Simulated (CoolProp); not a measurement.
A closed Brayton cycle with carbon dioxide: compressor inlet 324.15 K and 7.6 MPa, high pressure 16.9 MPa, turbine inlet 860 K, compressor efficiency 0.89, turbine efficiency 0.9, recuperator effectiveness 0.95 (on enthalpy, no pinch check). Each further row changes one setting.

Computed with CoolProp (reference Helmholtz-energy equation of state, Span 1996).

| case | thermal efficiency (%) | net work (kJ/kg) | compressor to turbine work | compressor exit (K) | turbine exit (K) |
|---|---|---|---|---|---|
| as stated | 37.0 | 71.7 | 0.35 | 392.1 | 761.8 |
| turbine inlet 810 K | 35.1 | 64.6 | 0.38 | 392.1 | 715.4 |
| compressor inlet 334.15 K | 36.3 | 67.3 | 0.39 | 405.6 | 761.8 |
| high pressure 14.4 MPa | 35.8 | 59.3 | 0.34 | 378.1 | 781.0 |
| recuperator effectiveness 0.5 | 18.6 | 71.7 | 0.35 | 392.1 | 761.8 |
